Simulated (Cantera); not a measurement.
What does this Cantera script print?

```python
import numpy as np
import cantera as ct

gas_names = """
    N NO NO2 NO3 N2 N2O O O2 O3 Pb PbO Pb2
""".split()
cond_names = """
    Pb(cr) Pb(L) PbO(rd) PbO(yw) PbO(L) PbO2(s) Pb3O4(s)
""".split()


# ... load() reads the species with a 1 bar reference pressure and builds the phases ...
atoms = {
    'Pb': {'Pb': 1},
    'O2': {'O': 2},
    'N2': {'N': 2},
}
top_T = {'Pb3O4(s)': 820}  # K; cautious upper limits of use, not melting points


# ... equilibrate(T, P, feed) seeds the gas with the atoms and calls Mixture.equilibrate('TP', solver="vcs", rtol=1e-11, max_steps=5000) ...
results = []
feed = {'Pb': 1, 'O2': 0.045, 'N2': 70}  # mol
P = 100000  # Pa
for T in [700, 800, 900, 1000, 1100, 1200, 1300, 1400, 1500, 1600, 1700, 1800]:
    mix = equilibrate(T, P, feed)
    results.append((T, P, feed, dict(zip(mix.species_names, mix.species_moles))))

top = {s: max(r[3][s] / sum(r[3][g] for g in gas_names) for r in results) for s in gas_names}
cols = sorted((s for s in top if top[s] > 0.001), key=lambda s: -top[s])[:6]
seen = [c for c in cond_names if any(r[3].get(c, 0) > 1e-12 for r in results)]
print("log10 of partial pressures in bar; condensed amounts in mol")
print(f"{'T/K':>10s}" + "".join(f"{s[:9]:>10s}" for s in cols + seen))
for T, P, feed, n in results:
    ng = sum(n[g] for g in gas_names)
    print(f"{T:10.4g}" + "".join(f"{np.log10(max(n[s] / ng * P / 1e5, 1e-99)):10.3f}" for s in cols)
          + "".join(f"{n.get(c, 0):10.4g}" for c in seen))
```

It prints:

```
log10 of partial pressures in bar; condensed amounts in mol
       T/K        N2        Pb       PbO     Pb(L)   PbO(rd)   PbO(yw)    PbO(L)
       700    -0.000    -8.953   -12.781      0.91      0.09         0         0
       800    -0.000    -7.212   -10.155      0.91         0      0.09         0
       900    -0.000    -5.864    -8.127    0.9099         0      0.09         0
      1000    -0.000    -4.791    -6.516    0.9089         0   0.08998         0
      1100    -0.000    -3.917    -5.208    0.9015         0   0.08957         0
      1200    -0.000    -3.192    -4.166    0.8649         0         0   0.08522
      1300    -0.001    -2.581    -3.346    0.7257         0         0   0.05829
      1400    -0.004    -2.060    -2.896    0.2936         0         0         0
      1500    -0.006    -1.892    -2.898         0         0         0         0
      1600    -0.006    -1.892    -2.899         0         0         0         0
      1700    -0.006    -1.892    -2.903         0         0         0         0
      1800    -0.006    -1.891    -2.911         0         0         0         0
```

Cantera equilibrium calculation (NASA polynomials, part measured and part estimated; ideal gas, pure solids and liquids). Each liquid is taken as pure. Mutual solubility and eutectic melting of coexisting phases are not modelled. Gases not in the tables: (PbO)n polymers.
